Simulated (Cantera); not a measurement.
An isothermal, constant-pressure homogeneous reactor starts with CH₄ : H₂ : N₂ = 0.022 : 1 : 0.00039 (molar parts), at 2200 K and 0.276 atm. Integrator tolerance rtol = 1e-08.

Computed with Cantera and GRI-Mech 3.0 (53 species, 325 reactions). GRI-Mech 3.0 stops at C3 and has no aromatics, soot or wall deposition, so with more carbon than oxygen in the feed, carbon stays in small species such as C2H2 where larger ones or solid carbon would form.

Task: What does this change do: 0.042 parts H2O added?

Result: 
| quantity | before | after |
|---|---|---|
| x(CH₄) at 80.0 s | 0.000142 (gas-phase equilibrium 0.000141) | 9.30e-10 (gas-phase equilibrium 1.10e-9) |
| x(H₂) at 80.0 s | 0.978 (gas-phase equilibrium 0.978) | 0.952 (gas-phase equilibrium 0.952) |
| x(HCN) at 80.0 s | 4.00e-5 (gas-phase equilibrium 0.000611) | 1.24e-8 (gas-phase equilibrium 1.15e-8) |
| x(C₂H₂) at 80.0 s | 0.0104 (gas-phase equilibrium 0.0101) | <1e-12 (gas-phase equilibrium <1e-12) |
| x(H) at 80.0 s | 0.0106 (gas-phase equilibrium 0.0106) | 0.0105 (gas-phase equilibrium 0.0105) |

Task: What does this change do: N2 0.00039 to 0.0034 parts?

Result: 
```
quantity                                              before                                      after
-----------------  -----------------------------------------  -----------------------------------------
x(CH₄) at 80.0 s   0.000142 (gas-phase equilibrium 0.000141)  0.000141 (gas-phase equilibrium 0.000132)
x(H₂) at 80.0 s          0.978 (gas-phase equilibrium 0.978)        0.976 (gas-phase equilibrium 0.976)
x(HCN) at 80.0 s    4.00e-5 (gas-phase equilibrium 0.000611)   0.000339 (gas-phase equilibrium 0.00296)
x(C₂H₂) at 80.0 s      0.0104 (gas-phase equilibrium 0.0101)     0.0102 (gas-phase equilibrium 0.00888)
x(H) at 80.0 s         0.0106 (gas-phase equilibrium 0.0106)      0.0106 (gas-phase equilibrium 0.0106)
```
